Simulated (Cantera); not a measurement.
A diamond (100) surface in a fixed gas of H2 with x(CH4) = 0.017, x(H) = 0.00048, x(CH3) = 9.2e-05, 0.280 bar; coverages are run to steady state.

Computed with Cantera and the Harris–Goodwin 1993 mechanism for the reconstructed diamond (100) surface.

One state of this run: growth (µm/h) = 9.64; θ c6HH = 0.549; θ c6H* = 0.0140; θ c6*H = 0.307; θ c6** = 0.00601; θ c6HM = 0.0923. θ: site fractions in the mechanism's names (c6HH fully hydrogenated, c6H* and c6*H radical sites, c6** diradical, c6HM methylated).

Question: Which value of T (K) does it belong to?
A. 975
B. 1025
C. 1225
D. 1275

Answer: A, 975
